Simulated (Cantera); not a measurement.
Feed: 1 mol Si3N4, 1.5 mol N2O, 76 mol H2, held at 973.15 K and 55.5 Torr.

Equilibrium computed with Cantera from the NASA thermochemical tables; the gas is ideal and each condensed phase is pure. Candidate condensed phases: H2O, Si, SiO2, Si2N2O, Si3N4; 35 gas species. Equilibrium is a limit: real reactors are often held back by kinetics, nucleation or transport.

Base state: H2 0.974, N2 0.0256 (mole fractions); condensed: Si2N2O(s).

Task: What changes in the equilibrium state with this change: N2O from 1.5 to 0.016 mol?

Result: 
| species | before | after |
|---|---|---|
| H2 | 0.974 | 1.000 |
| N2 | 0.0256 | 0.000280 |
| Si2N2O(s), mol | 1.50 | 0.0160 |
| Si3N4(s), mol | 0 | 0.989 |
